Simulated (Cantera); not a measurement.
**FeS + H2 (hydrogen reduction and annealing atmospheres)**

A closed system holds: 1 mol FeS, 3.3 mol H2, equilibrated at 1775 K and 540 Pa.

Cantera equilibrium calculation (NASA polynomials, part measured and part estimated; ideal gas, pure solids and liquids). Candidate condensed phases: Fe, FeS, FeS2, S; 8 gas species. Metal and sulfide melt together well below either melting point, which pure phases cannot show. Mutual solubility and eutectic melting of coexisting phases are not modelled. FeS: taken at fixed stoichiometry. The numbers say what is thermodynamically allowed, not how fast it happens.

```json
{
  "x(H2)": "0.896",
  "x(S2)": "0.0649",
  "x(H2S)": "0.0198",
  "x(SH)": "0.00981",
  "x(Fe)": "0.00377",
  "x(H)": "0.00373",
  "x(S)": "0.00210",
  "n(Fe(δ))": "0.564 mol",
  "n(FeS(l))": "0.422 mol",
  "gas_amount": "3.577 mol",
  "log10 activity of S(l) (absent)": "-3.17"
}
```
